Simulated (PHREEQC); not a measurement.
Consider water at 25 °C with 6.2 mmol/kgw CuCl2, 38 mmol/kgw H2SO4 and 1.4 mmol/kgw H3BO3. Closed to the air; pH follows from the charge balance.

All values are PHREEQC results (ion-association model, phreeqc.dat), not measurements.

```csv
quantity,before,after
pH,1.37,1.06
ionic strength (mol/kgw),0.0760,0.129
HSO4- (mol/kgw),0.0247,0.0292
SO4-2 (mol/kgw),0.0116,0.00781
Cu+2 (mol/kgw),0.00436,0.00488
CuSO4 (mol/kgw),0.00178,0.000965
```

Problem. What was changed between the two runs?
A. H3BO3 left out
B. 0.059 mol/kgw HCl added
C. 0.0093 mol/kgw KOH added
D. H2SO4 from 0.038 to 0.076 mol/kgw
E. H3BO3 from 0.0014 to 0.00126 mol/kgw

Solution. B, 0.059 mol/kgw HCl added

This is a speciation only: nothing precipitates in the calculation.
